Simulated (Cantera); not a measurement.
A Cantera script and what it prints.

```python
import numpy as np
import cantera as ct

gas_names = """
    AL ALH ALN AL2 H H2 N NH NH2 NH3 N2 N2H2 N2H4
""".split()
cond_names = """
    AL(cr) AL(L) ALN(s)
""".split()


def load(file, names, dense=False):
    # The tables refer to 1 bar. Condensed volumes are neglected.
    table = {s.name: s for s in ct.Species.list_from_file(file)}
    out = []
    for n in names:
        d = dict(table[n].input_data)
        d["thermo"] = dict(d["thermo"], **{"reference-pressure": 1e5})
        if dense:
            d["equation-of-state"] = {"model": "constant-volume", "density": "1e6 g/cm^3"}
        out.append(ct.Species.from_dict(d))
    return out


gas = ct.Solution(thermo="ideal-gas", species=load("nasa_gas.yaml", gas_names))
cond = {s.name: ct.Solution(thermo="fixed-stoichiometry", species=[s], name=s.name)
        for s in load("nasa_condensed.yaml", cond_names, dense=True)}
atoms = {
    'AlN': {'AL': 1, 'N': 1},
    'H2': {'H': 2},
}
top_T = {'ALN(s)': 2750}  # K; cautious upper limits of use, not melting points


def equilibrate(T, P, feed):
    n = {}
    for name, mol in feed.items():
        for a, k in atoms[name].items():
            n[a] = n.get(a, 0.0) + k * mol
    gas.TPX = T, P, n
    mass = sum(n.values()) * gas.mean_molecular_weight
    gas.equilibrate("TP")
    valid = [c for c in cond.values() if c.min_temp <= T <= top_T.get(c.name, c.max_temp)]
    mix = ct.Mixture([(gas, mass / gas.mean_molecular_weight)] + [(c, 0.0) for c in valid])
    mix.T, mix.P = T, P
    mix.equilibrate("TP", solver="vcs", rtol=1e-11, max_steps=5000)
    return mix


results = []
feed = {'AlN': 1, 'H2': 2.1}  # mol
T = 1598  # K
P = 15000  # Pa
mix = equilibrate(T, P, feed)
results.append((T, P, feed, dict(zip(mix.species_names, mix.species_moles))))
x = sorted(zip(gas.X, gas.species_names), reverse=True)
print(f"T = {T:g} K  P = {P:g} Pa  gas = {mix.phase_moles(0):.4g} mol")
print("   x: " + "  ".join(f"{s} {v:.3e}" for v, s in x if v > 0.001))
print("   condensed (mol): " + ("  ".join(f"{mix.phase(i).name} {mix.phase_moles(i):.4g}"
      for i in range(1, mix.n_phases) if mix.phase_moles(i) > 1e-12) or "none"))
```

Output:

```
T = 1598 K  P = 15000 Pa  gas = 2.1 mol
   x: H2 9.998e-01
   condensed (mol): ALN(s) 1
```

Cantera equilibrium calculation (NASA polynomials, part measured and part estimated; ideal gas, pure solids and liquids).
